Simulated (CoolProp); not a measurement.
A single-stage vapour-compression cycle with R124: evaporating at 236.15 K (dew point), condensing at 289.15 K (bubble point), superheat 2 K, subcooling 8 K, compressor efficiency 0.7, no pressure losses. Each further row changes one setting.

Model: reference Helmholtz-energy equation of state, de Vries 1995, in CoolProp.

```csv
case,cooling COP,pressure ratio,discharge temperature (K),refrigerating effect (kJ/kg),volumetric capacity (kJ/m³)
as stated,2.66,9.24,313.8,131,285
evaporating temperature 241.15 K,3.06,7.12,310.6,134,372
condensing temperature 284.15 K,3.01,7.80,307.8,136,297
subcooling 13 K,2.77,9.24,313.8,136,297
superheat 12 K,2.67,9.24,324.9,137,287
compressor efficiency 0.6,2.28,9.24,324.2,131,285
```
